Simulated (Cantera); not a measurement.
A Cantera script and its output.

```python
import numpy as np
import cantera as ct

gas = ct.Solution("gri30.yaml")
gas.TPX = 1573, 13332, {'CH4': 0.013, 'H2': 1, 'N2': 0.011}
reactor = ct.IdealGasConstPressureReactor(gas, energy="off", clone=False)
net = ct.ReactorNet([reactor])
net.rtol, net.atol = 1e-08, 1e-18
show = ['CH4', 'H2', 'C2H', 'CH3', 'C2H4']
times = np.geomspace(0.0005, 40, 9)

steps = ct.SolutionArray(gas, extra=["t"])
rows = []
print(f"{'t/s':>10s}{'T/K':>9s}{'P/Pa':>11s}" + "".join(f"{s:>11s}" for s in show))
for t in times:
    while net.time < t:
        t_next = net.step()
        steps.append(gas.state, t=t_next)
    rows.append([np.interp(t, steps.t, y) for y in (steps.T, steps.P, *steps(*show).X.T)])
    print(f"{t:10.3e}{rows[-1][0]:9.1f}{rows[-1][1]:11.4g}" + "".join(f"{x:11.3e}" for x in rows[-1][2:]))
rate = np.gradient(steps.T, steps.t)
print("integrator steps:", len(steps.t))
if steps.T.max() > steps.T[0] + 200:
    print(f"time of steepest temperature rise: {steps.t[rate.argmax()]:.4e} s")
gas.TPX = 1573, 13332, {'CH4': 0.013, 'H2': 1, 'N2': 0.011}
gas.equilibrate("TP")
print(f"equilibrium (TP): T = {gas.T:.1f} K  " + "  ".join(f"{s} {gas[s].X[0]:.3e}" for s in show))
```

It prints:

```
       t/s      T/K       P/Pa        CH4         H2        C2H        CH3       C2H4
 5.000e-04   1573.0  1.333e+04  1.269e-02  9.766e-01  9.833e-22  8.361e-07  4.584e-11
 2.050e-03   1573.0  1.333e+04  1.269e-02  9.765e-01  1.617e-18  3.375e-06  3.267e-09
 8.409e-03   1573.0  1.333e+04  1.268e-02  9.765e-01  4.247e-15  1.285e-05  2.575e-07
 3.448e-02   1573.0  1.333e+04  1.264e-02  9.765e-01  1.997e-12  2.702e-05  4.313e-06
 1.414e-01   1573.0  1.333e+04  1.251e-02  9.765e-01  2.223e-11  2.764e-05  6.321e-06
 5.800e-01   1573.0  1.333e+04  1.199e-02  9.768e-01  1.023e-10  2.654e-05  1.054e-05
 2.378e+00   1573.0  1.333e+04  1.025e-02  9.777e-01  3.717e-10  2.283e-05  2.476e-05
 9.754e+00   1573.0  1.333e+04  6.590e-03  9.796e-01  9.508e-10  1.489e-05  5.536e-05
 4.000e+01   1573.0  1.333e+04  3.755e-03  9.811e-01  1.415e-09  8.609e-06  7.968e-05
integrator steps: 590
equilibrium (TP): T = 1573.0 K  CH4 2.974e-03  H2 9.815e-01  C2H 1.077e-09  CH3 6.829e-06  C2H4 6.050e-05
```

Detailed kinetics in Cantera: GRI-Mech 3.0 (53 species, 325 reactions). GRI-Mech 3.0 stops at C3 and has no aromatics, soot or wall deposition, so with more carbon than oxygen in the feed, carbon stays in small species such as C2H2 where larger ones or solid carbon would form.
